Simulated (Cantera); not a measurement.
Input: 1 mol V, 1.6 mol N₂, 6.5 mol H₂, equilibrated at 1548 K and 320000 Pa.

Cantera equilibrium calculation (NASA polynomials, part measured and part estimated; ideal gas, pure solids and liquids). Candidate condensed phases: V, VN; 11 gas species. VN: taken at fixed stoichiometry. Condensed phases not in the tables: V₂N. Rates play no part.

Base state: H₂ 0.855, N₂ 0.145, NH₃ 5.18e-5, H 1.59e-5 (mole fractions); condensed: VN(s).

Question: What changes in the equilibrium state with this change: V replaced by Zr?

Answer: 
```tsv
species	before	after
H₂	0.855	0.855
N₂	0.145	0.145
NH₃	5.18e-5	5.18e-5
H	1.59e-5	1.59e-5
VN(s), mol	1.00	0
ZrN(s), mol	0	1.00
```
ZrN: taken at fixed stoichiometry. Further candidate phases: Zr, ZrN.

Question: What changes in the equilibrium state with this change: temperature from 1548 K to 2273.15 K?

Answer: 
```
species      before    after
----------  -------  -------
H₂            0.855    0.851
N₂            0.145    0.144
H           1.59e-5  0.00434
NH₃         5.18e-5  1.29e-5
VN(s), mol     1.00    1.000
```
